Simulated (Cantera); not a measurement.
# Fluorocarbon and chlorocarbon gases: CH₃Cl + H₂

Charge: 1 mol CH₃Cl, 0.082 mol H₂, held at 13.3 mbar.

Cantera equilibrium calculation (NASA polynomials, part measured and part estimated; ideal gas, pure solids and liquids). Candidate condensed phases: C, C₆H₆, C₇H₈, C₈H₁₈; 91 gas species. The numbers say what is thermodynamically allowed, not how fast it happens.

From 1373 K to 2073 K the condensed part is C(graphite). The main C-bearing gas is CH₄ at 1373 K and C₂H₂ (acetylene) at 2073 K.

| T (K) | x H₂ | x HCl | x H | x Cl | x C₂H₂ (acetylene) | n C(graphite) |
|---|---|---|---|---|---|---|
| 1373 | 0.520 | 0.480 | 2.08e-5 | 1.59e-5 | 8.98e-7 | 1.000 |
| 1473 | 0.520 | 0.480 | 7.90e-5 | 5.92e-5 | 3.38e-6 | 1.000 |
| 1573 | 0.520 | 0.480 | 0.000254 | 0.000186 | 1.07e-5 | 1.000 |
| 1673 | 0.519 | 0.480 | 0.000711 | 0.000513 | 2.96e-5 | 1.000 |
| 1773 | 0.519 | 0.478 | 0.00177 | 0.00126 | 7.26e-5 | 1.000 |
| 1873 | 0.517 | 0.476 | 0.00402 | 0.00280 | 0.000161 | 0.999 |
| 1973 | 0.514 | 0.471 | 0.00838 | 0.00574 | 0.000330 | 0.999 |
| 2073 | 0.509 | 0.463 | 0.0163 | 0.0109 | 0.000624 | 0.997 |
x: gas mole fraction; n: condensed amount in mol.
